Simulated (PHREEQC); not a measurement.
Dissolve 1.2 mol NaBr and 0.36 mol Na2SO4 per kg of water at 90 °C. Closed to the air; pH follows from the charge balance.

Equilibrium calculation in PHREEQC: ion-association model with the Davies equation for every ion, phreeqc.dat.

Precipitation was switched off in this run.

What ionic strength, activity of water does the model give?

ionic strength 1.64 mol/kgw; activity of water 0.946.

In which forms is Na present?

Na+ 83 %, NaSO4- 17 % of the Na.

Ionic strength above about 0.7 mol/kgw puts this run outside the model's range. Species that the database lacks are ignored. Away from 25 °C the constants follow the database's enthalpies or fits; those with neither stay at their 25 °C values.
